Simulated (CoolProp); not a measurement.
Vapour-liquid equilibrium of diethyl ether (1) + methanol (2) at 295.1 K; x and y are mole fractions of (1).

Model: multi-fluid Helmholtz-energy mixture model, Thol 2014 and de Reuck 1993; pair parameters Bell 2016, in CoolProp.

Problem. Give the bubble pressure and the first vapour's composition at x = 0.05, 0.35, 0.8. Is there an azeotrope?

Solution. x = 0.05: 0.2418 bar, y = 0.424; x = 0.35: 0.5076 bar, y = 0.768; x = 0.8: 0.6112 bar, y = 0.876. No azeotrope shows between x = 0.05 and 0.95.

Pair parameters are fitted to limited data, so mixtures are less certain than the pure fluids. With so large a gap from Raoult's law the liquid may split in two, which this calculation doesn't test in full.
